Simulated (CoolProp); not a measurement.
R152A along the isobar 0.574 MPa: density (kg/m³) from the reference equation and from simpler models built on Tc = 386.4 K, pc = 4.517 MPa, ω = 0.275; each cubic takes its own stable root.

Computed with CoolProp (reference Helmholtz-energy equation of state, Outcalt 1996). It is a modified Benedict-Webb-Rubin equation, recast in Helmholtz form.

```json
[
 {"T (K)": "231.7", "phase": "liquid", "reference": "1048"},
 {"T (K)": "255.7", "phase": "liquid", "reference": "998.2"},
 {"T (K)": "279.6", "phase": "liquid", "reference": "945.0"},
 {"T (K)": "303.6", "phase": "gas", "reference": "17.14"},
 {"T (K)": "327.6", "phase": "gas", "reference": "15.31"},
 {"T (K)": "351.5", "phase": "gas", "reference": "13.94"},
 {"T (K)": "375.5", "phase": "gas", "reference": "12.84"},
 {"T (K)": "399.5", "phase": "gas", "reference": "11.93"},
 {"T (K)": "423.4", "phase": "gas", "reference": "11.16"},
 {"T (K)": "447.4", "phase": "gas", "reference": "10.49"}
]
```

Problem. How far does each simpler model (van der Waals, Redlich-Kwong, Peng-Robinson) lie from the reference over these 10 states: mean and median of the absolute difference, and the worst?

Solution. 
- van der Waals: mean 25.5 %, median 2.7 %, worst -98.1 % at 279.6 K and 0.574 MPa
- Redlich-Kwong: mean 6.8 %, median 1.5 %, worst -20.8 % at 279.6 K and 0.574 MPa
- Peng-Robinson: mean 2.1 %, median 0.5 %, worst -6.1 % at 231.7 K and 0.574 MPa

At some of these states van der Waals gives the other phase, because its saturation line lies elsewhere.
